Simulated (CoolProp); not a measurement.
Saturated liquid density (kg/m³) of R143a: the reference equation beside estimates from Tc = 72.7 °C, pc = 3.762 MPa, ω = 0.261. Rackett uses Z = 0.29056 − 0.08775 ω.

The numbers come from the reference Helmholtz-energy equation of state, Lemmon and Jacobsen 2000 in CoolProp.

```
T (°C)  reference  Rackett  van der Waals  Redlich-Kwong  Soave-Redlich-Kwong
------  ---------  -------  -------------  -------------  -------------------
-79.05       1250     1164          695.1           1027                 1056
-71.95          …     1148          686.0           1012                 1042
-64.85       1213     1131          676.6          995.8                 1027
-57.85       1195     1114          667.1          979.3                 1012
-50.75       1176     1097          657.1          961.9                996.5
-43.65       1157     1079          646.8          943.8                979.7
-36.65       1137     1061          636.2          925.2                962.3
-29.55       1117     1042          625.1              …                943.7
-22.45       1096     1022          613.6              …                924.1
-15.45       1074     1002          601.7          863.7                903.6
-8.35        1052    981.4          589.1          841.2                    …
-1.25        1029    959.6          575.9          817.4                    …
5.75         1004    937.1          562.2          792.7                833.2
```

Problem. Fill in the missing entries.

Solution. 
- -71.95, reference: 1232
- -29.55, Redlich-Kwong: 905.5
- -22.45, Redlich-Kwong: 885.0
- -8.35, Soave-Redlich-Kwong: 881.5
- -1.25, Soave-Redlich-Kwong: 858.0

Absolute difference from the reference over all 13 rows, mean and median: Rackett 6.7 and 6.7 %, van der Waals 44.1 and 44.0 %, Redlich-Kwong 18.9 and 18.6 %, Soave-Redlich-Kwong 15.7 and 15.5 %.
